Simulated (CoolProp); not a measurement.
Model: reference Helmholtz-energy equation of state, Penoncello 2003, in CoolProp.

### Question
For CHF3 (R23), give the phase and the density (kg/m³), cp (kJ/(kg K)), cv (kJ/(kg K)), Prandtl number at 309.5 K and 5.18 bar; 309.5 K and 72.5 bar.

### Answer
- 309.5 K and 5.18 bar: gas; density 14.6, cp 0.781, cv 0.640, Prandtl number 0.816
- 309.5 K and 72.5 bar: supercritical; density 751, cp 3.05, cv 0.855, Prandtl number 2.79

Viscosity comes from a separate model (Shan 2000). Thermal conductivity comes from a separate model (Shan 2000).
